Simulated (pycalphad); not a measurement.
All values are pycalphad results on the COST 507 light-alloy database (1999) (1 atm), not direct measurements. These are 1990s assessments: newer ones move some temperatures and phases. Amounts are mole fractions of atoms. Kinetics are ignored, which matters at the lower temperatures.

### Question
Give the equilibrium state of Zr-9.77Si (at.%) at 1700 K.

### Answer
```
T = 1700.00 K, P = 101325 Pa, N = 1 mol of atoms
G = -128080 J/mol, H = 21261 J/mol, S = 87.85 J/(mol K)  (SER reference)
chemical potentials (J/mol): Zr -113582, Si -261974
phase             fraction      x(Zr)      x(Si)
BCC_A2              0.6092     1.0000   1.52e-11
SIZR3               0.3908     0.7500     0.2500
```

### Question
Give the equilibrium state of Zr-9.77Si (at.%) at 500 K.

### Answer
HCP_A3, fraction 0.609, with <0.01 Si at.%; SIZR3, fraction 0.391, with 25.0 Si at.%.

Database names, with the compositions (at.%) that they take in these runs: SIZR3: Zr 75 Si 25. BCC_A2 is bcc; HCP_A3 is hcp.
